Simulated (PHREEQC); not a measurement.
A solution holds 0.0072 mol/kgw HCl, 0.041 mol/kgw FeCl3 and 0.0012 mol/kgw KCl, at 90 °C. Closed to the air; pH follows from the charge balance.

Computed with PHREEQC (ion-association model, wateq4f.dat).

Each row changes one thing in this solution. No solid was allowed to form.

```csv
case,pH,ionic strength (mol/kgw),Cl- (mol/kgw),FeCl+2 (mol/kgw),FeOH+2 (mol/kgw),Fe2(OH)2+4 (mol/kgw),SI of Goethite (FeOOH),SI of Hematite (Fe2O3)
as made,1.68,0.176,0.113,0.0181,0.0102,0.00411,+4.52,+11.30
0.0013 mol/kgw NaCl added,1.68,0.177,0.114,0.0182,0.0101,0.00410,+4.52,+11.30
KCl from 0.0012 to 0.00108 mol/kgw,1.68,0.176,0.112,0.0181,0.0102,0.00411,+4.52,+11.30
FeCl3 from 0.041 to 0.0082 mol/kgw,1.94,0.0421,0.0315,0.00149,0.00466,0.000374,+4.91,+12.08
diluted 2-fold with water,1.85,0.0911,0.0598,0.00567,0.00831,0.00196,+4.89,+12.03
```

Some of these states are supersaturated (in Hematite (slow to form), Goethite (slow to form), for instance). At this temperature some constants are extrapolated from 25 °C, and those without enthalpy data are left unchanged.
